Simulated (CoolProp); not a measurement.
Vapour-liquid equilibrium of propane (1) + R227EA (2) at 228.5 K; x and y are mole fractions of (1).

The numbers come from the multi-fluid Helmholtz-energy mixture model, Lemmon 2009 and Lemmon 2016; pair parameters Bell 2016 in CoolProp.

| x | bubble pressure, mixture model (MPa) | bubble pressure, Raoult's law (MPa) | y, mixture model | y, Raoult's law |
|---|---|---|---|---|
| 0.05 | 0.04297 | 0.02807 | 0.444 | 0.161 |
| 0.2 | [?] | 0.03793 | 0.719 | 0.477 |
| 0.35 | 0.08904 | 0.04778 | 0.775 | 0.663 |
| 0.5 | 0.09258 | 0.05763 | 0.792 | 0.785 |
| 0.65 | [?] | 0.06748 | 0.802 | 0.871 |
| 0.8 | [?] | 0.07734 | 0.828 | 0.936 |
| 0.95 | 0.09354 | 0.08719 | 0.925 | 0.986 |

Problem. Some entries are withheld; supply them.

Solution. 
- 0.2, bubble pressure, mixture model (MPa): 0.07647
- 0.65, bubble pressure, mixture model (MPa): 0.09384
- 0.8, bubble pressure, mixture model (MPa): 0.09509

The largest gap from Raoult's law is +101.6 % in bubble pressure, at x = 0.2. y crosses x between x = 0.8 and 0.95: the model has an azeotrope there.

The pair parameters rest on a limited set of measurements; away from them the model extrapolates. With so large a gap from Raoult's law the liquid may split in two, which this calculation doesn't test in full.
